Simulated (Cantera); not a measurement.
**Low-pressure radical oxidation in H2/O2**

An isothermal, constant-pressure homogeneous reactor starts with H₂ : O₂ = 0.04 : 1 (molar parts), equivalence ratio 0.020, at 1123 K and 170 Pa.

Detailed kinetics in Cantera: the H2/O2 subset of GRI-Mech 3.0, which has no nitrogen chemistry. Radical loss at walls, strong at low pressure, is not modelled. The temperature is held fixed by assumption; the heat of reaction is taken as removed at once.

| t (s) | x H₂ | x O₂ | x OH | x H₂O₂ | x H | x H₂O | x O |
|---|---|---|---|---|---|---|---|
| 4.00e-5 | 0.0385 | 0.962 | 1.42e-12 | <1e-12 | 3.51e-11 | <1e-12 | 1.43e-12 |
| 0.000102 | 0.0385 | 0.962 | 8.67e-12 | <1e-12 | 8.45e-11 | <1e-12 | 8.90e-12 |
| 0.000260 | 0.0385 | 0.962 | 4.88e-11 | <1e-12 | 1.91e-10 | 5.89e-12 | 5.20e-11 |
| 0.000662 | 0.0385 | 0.962 | 2.38e-10 | <1e-12 | 4.03e-10 | 7.75e-11 | 2.78e-10 |
| 0.00169 | 0.0385 | 0.962 | 1.05e-9 | <1e-12 | 9.86e-10 | 8.93e-10 | 1.44e-9 |
| 0.00430 | 0.0385 | 0.962 | 6.90e-9 | 1.63e-12 | 5.05e-9 | 1.22e-8 | 1.11e-8 |
| 0.0110 | 0.0385 | 0.962 | 3.06e-7 | 1.07e-11 | 2.13e-7 | 7.14e-7 | 5.11e-7 |
| 0.0279 | 0.0305 | 0.956 | 0.00206 | 1.10e-8 | 0.00197 | 0.00598 | 0.00401 |
| 0.0711 | 0.000547 | 0.931 | 0.00213 | 8.76e-9 | 0.00620 | 0.0338 | 0.0266 |
| 0.181 | 0.000496 | 0.932 | 0.00204 | 8.48e-9 | 0.00565 | 0.0342 | 0.0254 |
| 0.462 | 0.000442 | 0.936 | 0.00193 | 8.70e-9 | 0.00467 | 0.0349 | 0.0223 |
| 1.18 | 0.000332 | 0.943 | 0.00168 | 9.10e-9 | 0.00294 | 0.0361 | 0.0163 |
| 3.00 | 0.000174 | 0.952 | 0.00122 | 9.37e-9 | 0.00108 | 0.0377 | 0.00828 |
x: mole fraction; the columns are a selection and need not sum to one.

Equilibrium at this temperature and pressure: H₂ 2.25e-9, O₂ 0.961, OH 4.43e-6, H₂O₂ 1.82e-11, H 4.93e-11, H₂O 0.0392, O 1.05e-7 (gas phase only).
